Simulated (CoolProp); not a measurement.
Vapour pressure (MPa) of hexamethyldisiloxane (MM): the reference equation beside estimates from Tc = 245.6 °C, pc = 1.931 MPa, ω = 0.418.

Values from CoolProp's reference Helmholtz-energy equation of state, Thol 2016.

```
T (°C)  reference  Lee-Kesler  Soave-Redlich-Kwong  Peng-Robinson
------  ---------  ----------  -------------------  -------------
4.05     0.001742    0.001706             0.001738       0.001879
28.45    0.006626    0.006498             0.006567       0.006879
52.95     0.01982     0.01957              0.01965        0.02013
77.45     0.04916     0.04897              0.04897        0.04938
101.95     0.1056      0.1060               0.1059         0.1057
126.35     0.2025      0.2042               0.2047         0.2029
150.85     0.3570      0.3607               0.3635         0.3590
175.35     0.5878      0.5941               0.6018         0.5940
```

Absolute difference from the reference over all 8 rows, mean and median: Lee-Kesler 1.1 and 1.1 %, Soave-Redlich-Kwong 1.0 and 0.9 %, Peng-Robinson 2.0 and 0.8 %.
